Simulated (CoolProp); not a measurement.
20 sccm (0 °C, 1 atm) of nitrogen bubbles through liquid octamethyltrisiloxane (MDM) at 367.7 K and leaves saturated at a total pressure of 0.125 MPa (ideal gas phase). Each further row changes one setting.

The numbers come from the reference Helmholtz-energy equation of state, Thol 2017 in CoolProp.

```csv
case,vapour pressure (kPa),mole fraction of vapour,delivery (mg/min),delivery (sccm),change of delivery for a bath 1 K warmer (%)
as stated,16.3,0.130,___,___,4.5
bath temperature 372.7 K,19.6,0.157,39.3,___,4.5
total pressure 0.25 MPa,16.3,___,14.7,1.39,___
```

Some entries are withheld; supply them.


- as stated, delivery (mg/min): 31.6
- as stated, delivery (sccm): 2.99
- bath temperature 372.7 K, delivery (sccm): 3.73
- total pressure 0.25 MPa, mole fraction of vapour: 0.0651
- total pressure 0.25 MPa, change of delivery for a bath 1 K warmer (%): 4.1
